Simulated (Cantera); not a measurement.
A closed system holds: 1 mol Pb, 7.3 mol H2O, 5.3 mol N2, 19 mol NH3, held at 1400 K and 1.80 bar.

These are equilibrium values from Cantera (NASA tables, ideal gas, pure condensed phases), not measurements of a reactor. Candidate condensed phases: H2O, Pb, PbO, PbO2, Pb3O4; 27 gas species. Rates play no part.

Problem. What is the equilibrium state?

Solution. 
```
Quantity       Result
----------  ---------
x(H2)           0.560
x(N2)           0.291
x(H2O)          0.144
x(Pb)         0.00484
x(NH3)        3.49e-5
x(H)          2.71e-6
x(Pb2)        1.02e-6
n(Pb(l))    0.754 mol
gas amount  50.84 mol
```
